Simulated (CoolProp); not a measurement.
Properties of n-pentane at several states.

Computed with CoolProp (reference Helmholtz-energy equation of state, Thol 2019).

| T (K) | p (MPa) | phase | expansivity (1/kK) | viscosity (µPa s) |
|---|---|---|---|---|
| 414.1 | 0.182 | gas | [?] | [?] |
| 593.5 | 0.644 | gas | 1.878 | [?] |
| 246.3 | 0.0313 | liquid | [?] | [?] |
| 510.9 | 0.0108 | gas | 1.963 | [?] |

### Question
Complete the blanks.

### Answer

- 414.1, expansivity (1/kK): 2.664
- 414.1, viscosity (µPa s): 9.31
- 593.5, viscosity (µPa s): 13.1
- 246.3, expansivity (1/kK): 1.371
- 246.3, viscosity (µPa s): 303
- 510.9, viscosity (µPa s): 11.6

Viscosity comes from a separate model (Quiñones-Cisneros 2006), older than the equation that it now runs on, and unchecked against measurements.
